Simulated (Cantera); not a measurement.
A closed system holds: 1 mol SiO2, 1.3 mol HF, 0.071 mol O2, equilibrated at 10.0 mbar.

Equilibrium computed with Cantera from the NASA thermochemical tables; the gas is ideal and each condensed phase is pure. Candidate condensed phases: H2O, Si, SiO2; 38 gas species. The tables' values for SiF3 are old estimates; treat these amounts as uncertain. The tables hold silica as quartz up to 1696 K and as liquid above; real silica turns to tridymite and cristobalite and melts near 1996 K. Kinetics and transport are ignored.

Question: At 1625 °C, list the 4 most abundant gas species with their mole fractions, and the condensed phases.

Answer: HF 0.875, O2 0.0523, H2O 0.0461, SiF4 0.0235. Condensed: SiO2(condensed).
